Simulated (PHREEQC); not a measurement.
Solution (35 °C): 0.2 mol NaOH, 0.00027 mol CO2 and 0.00089 mol Na2CO3 per kg of water. Closed to the air; pH follows from the charge balance.

Computed with PHREEQC (ion-association model, wateq4f.dat).

Q: The ionic strength comes out as 0.201 mol/kgw. What activity coefficients do NaCO3-, Na+, CO3-2, OH- get?

A: NaCO3- 0.74, Na+ 0.74, CO3-2 0.30, OH- 0.70.

Precipitation was switched off in this run.
